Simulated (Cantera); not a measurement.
# Adiabatic ignition

An adiabatic, constant-volume homogeneous reactor starts with CO : H2 : O2 : N2 = 1 : 0.041 : 1.04 : 3.91 (molar parts), at 1350 K and 0.370 bar.

Detailed kinetics in Cantera: GRI-Mech 3.0 (53 species, 325 reactions).

| t (s) | T (K) | P (bar) | x CO | x H2 | x O2 | x O | x NO2 |
|---|---|---|---|---|---|---|---|
| 8.00e-6 | 1350 | 0.370 | 0.167 | 0.00684 | 0.174 | 3.53e-8 | <1e-12 |
| 2.48e-5 | 1350 | 0.370 | 0.167 | 0.00684 | 0.174 | 1.48e-7 | <1e-12 |
| 7.67e-5 | 1350 | 0.370 | 0.167 | 0.00684 | 0.174 | 3.73e-6 | <1e-12 |
| 0.000237 | 1384 | 0.379 | 0.154 | 0.00121 | 0.160 | 0.0105 | 4.26e-11 |
| 0.000734 | 1847 | 0.495 | 0.0759 | 0.000336 | 0.106 | 0.0437 | 1.39e-8 |
| 0.00227 | 2350 | 0.611 | 0.0512 | 0.000277 | 0.107 | 0.0181 | 3.31e-7 |
| 0.00704 | 2576 | 0.660 | 0.0333 | 0.000175 | 0.101 | 0.00882 | 3.19e-6 |
| 0.0218 | 2574 | 0.658 | 0.0317 | 0.000169 | 0.0966 | 0.00797 | 6.83e-6 |
| 0.0674 | 2572 | 0.658 | 0.0315 | 0.000169 | 0.0958 | 0.00786 | 7.46e-6 |
| 0.209 | 2572 | 0.658 | 0.0315 | 0.000169 | 0.0958 | 0.00786 | 7.46e-6 |
| 0.646 | 2572 | 0.658 | 0.0315 | 0.000169 | 0.0958 | 0.00786 | 7.46e-6 |
| 2.00 | 2572 | 0.658 | 0.0315 | 0.000169 | 0.0958 | 0.00786 | 7.46e-6 |
x: mole fraction; the columns are a selection and need not sum to one.

```yaml
time_of_steepest_temperature_rise: 0.458 ms
temperature at 2.00 s: 2572 K
equilibrium_temperature: 2572 K
x(CO) at 2.00 s: 0.0315 (gas-phase equilibrium 0.0315)
x(H2) at 2.00 s: 0.000169 (gas-phase equilibrium 0.000169)
x(O2) at 2.00 s: 0.0958 (gas-phase equilibrium 0.0958)
```
